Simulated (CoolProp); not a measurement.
Vapour-liquid equilibrium of n-hexane (1) + m-xylene (2) at 365.3 K; x and y are mole fractions of (1).

Values from CoolProp's multi-fluid Helmholtz-energy mixture model, Thol 2019 and Zhou 2012; pair parameters Bell 2016.

Problem. Give the bubble pressure and the first vapour's composition at x = 0.15, 0.55, 0.65. Is there an azeotrope?

Solution. x = 0.15: 54.05 kPa, y = 0.622; x = 0.55: 134.0 kPa, y = 0.911; x = 0.65: 149.3 kPa, y = 0.933. No azeotrope shows between x = 0.05 and 0.95.

Pair parameters are fitted to limited data, so mixtures are less certain than the pure fluids.
